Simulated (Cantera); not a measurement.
Feed: 1 mol Ta(OEt)5, 0.044 mol O2, equilibrated at 0.00525 Torr.

These are equilibrium values from Cantera (NASA tables, ideal gas, pure condensed phases), not measurements of a reactor. Candidate condensed phases: C, C6H6, C7H8, C8H18, H2O, Ta, TaC, Ta2O5; 113 gas species. The feed counts by its element totals alone. TaC: taken at fixed stoichiometry. Condensed phases not in the tables: Ta2C. Rates play no part.

x: gas mole fraction; n: condensed amount in mol.

| T (K) | x H | x H2 | x CO | x C | x C3 | x C2 | n C(graphite) | n TaC(s) |
|---|---|---|---|---|---|---|---|---|
| 873 | 1.49e-8 | 0.711 | 0.289 | <1e-12 | <1e-12 | <1e-12 | 3.91 | 1.00 |
| 1023 | 1.32e-6 | 0.711 | 0.289 | <1e-12 | <1e-12 | <1e-12 | 3.91 | 1.00 |
| 1173 | 3.76e-5 | 0.711 | 0.289 | <1e-12 | <1e-12 | <1e-12 | 3.91 | 1.00 |
| 1323 | 0.000505 | 0.710 | 0.289 | <1e-12 | <1e-12 | <1e-12 | 3.91 | 1.00 |
| 1473 | 0.00402 | 0.707 | 0.289 | <1e-12 | <1e-12 | <1e-12 | 3.91 | 1.00 |
| 1623 | … | 0.692 | 0.286 | … | … | … | 3.91 | 1.00 |
| 1773 | 0.0858 | 0.637 | 0.277 | 1.74e-8 | 7.08e-9 | 5.82e-10 | 3.91 | 1.00 |
| 1923 | 0.251 | 0.496 | 0.253 | 7.74e-7 | 5.49e-7 | 4.60e-8 | 3.90 | 1.00 |
| 2073 | … | … | … | … | … | … | 3.89 | 1.00 |
| 2223 | 0.725 | 0.0896 | 0.184 | 0.000327 | 0.000547 | 4.80e-5 | 3.84 | 1.00 |
| 2373 | 0.793 | 0.0226 | 0.171 | 0.00378 | 0.00882 | 0.000794 | 2.94 | 1.00 |
| 2523 | 0.777 | 0.00547 | 0.160 | 0.0218 | 0.0307 | 0.00423 | 0 | 1.000 |
| 2673 | 0.762 | 0.00155 | 0.156 | 0.0584 | 0.0164 | 0.00589 | 0 | 1.000 |
| 2823 | 0.742 | 0.000490 | 0.151 | 0.0989 | 0.00327 | 0.00392 | 0 | 0.989 |

### Question
Complete the blanks.

### Answer

- 1623, x H: 0.0217
- 1623, x C: 1.93e-10
- 1623, x C3: 4.00e-11
- 1623, x C2: 3.25e-12
- 2073, x H: 0.516
- 2073, x H2: 0.269
- 2073, x CO: 0.215
- 2073, x C: 1.98e-5
- 2073, x C3: 2.24e-5
- 2073, x C2: 1.92e-6
